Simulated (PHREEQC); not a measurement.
NaF is added in steps, without added water, to 1 kg of water holding 3.4 mmol/kgw H2SeO3 and 4.2 mmol/kgw NaCl, at 25 °C. The system is closed to oxygen. CO2 from the air is kept out. The run lets Halite precipitate or redissolve, and no other solid.

Base run: PHREEQC, ion-association model, wateq4f.dat. Each further column changes one thing. The table gives H2SeO3 (mol/kgw).

```tsv
NaF added (mol)	base	Davies equation for every ion	metal-ligand complexes left out	Debye-Hückel limiting law	all activity coefficients set to 1
0	0.00158	0.00158	0.00158	0.00157	0.00167
0.0014	0.00128	0.00127	0.00128	0.00126	0.00135
0.0028	0.00101	0.00101	0.00101	0.00100	0.00106
0.0042	0.000811	0.000808	0.000810	0.000804	0.000843
0.0056	0.000663	0.000661	0.000662	0.000658	0.000685
0.007	0.000555	0.000553	0.000554	0.000551	0.000571
0.0084	0.000475	0.000473	0.000473	0.000471	0.000486
```
